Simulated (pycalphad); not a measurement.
An equivalent pycalphad script:

```python
from pycalphad import Database, equilibrium, calculate, variables as v
import numpy as np
db = Database('COST507.tdb')
comps = ['TI', 'B', 'VA']
phases = ['B2M', 'B2TI', 'B4M3', 'B4TI3', 'BCC_A2', 'BETA_RHOMBO_B', 'BM', 'BTI', 'HCP_A3', 'LIQUID']
eq = equilibrium(db, comps, phases, {v.X('B'): 0.0027, v.T: np.arange(2850, 499, -50), v.P: 101325, v.N: 1}, output=['HM', 'SM'])
```

CALPHAD calculation (pycalphad, COST 507 light-alloy database (1999)), 1 atm. The database dates from 1999; later assessments differ in places, in temperatures and in the compounds included. Amounts are mole fractions of atoms. Kinetics are ignored, which matters at the lower temperatures.

Results at three of the temperatures:

```
T = 2650.00 K, P = 101325 Pa, N = 1 mol of atoms
G = -195631 J/mol, H = 102476 J/mol, S = 112.49 J/(mol K)  (SER reference)
chemical potentials (J/mol): Ti -195206, B -352554
phase             fraction      x(Ti)       x(B)
LIQUID              1.0000     0.9973     0.0027
```

```
T = 1150.00 K, P = 101325 Pa, N = 1 mol of atoms
G = -55313 J/mol, H = 25254 J/mol, S = 70.06 J/(mol K)  (SER reference)
chemical potentials (J/mol): Ti -54971, B -181713
phase             fraction      x(Ti)       x(B)
HCP_A3              0.9978     0.9984     0.0016
BM                  0.0022     0.5000     0.5000
```

```
T = 1100.00 K, P = 101325 Pa, N = 1 mol of atoms
G = -51848 J/mol, H = 23548 J/mol, S = 68.54 J/(mol K)  (SER reference)
chemical potentials (J/mol): Ti -51500, B -180281
phase             fraction      x(Ti)       x(B)
HCP_A3              0.9975     0.9985     0.0015
BM                  0.0025     0.5000     0.5000
```

Changes of the phase set, refined by bisection:

| T (°C) | phases above | phases below |
|---|---|---|
| 1662.1 | liquid | bcc + liquid |
| 1541.0 | bcc + liquid | bcc + BM |
| 883.0 | bcc + BM | BM + hcp |

Database names, with the compositions (at.%) that they take in these runs: BM: Ti 50 B 50. HCP_A3 is hcp.
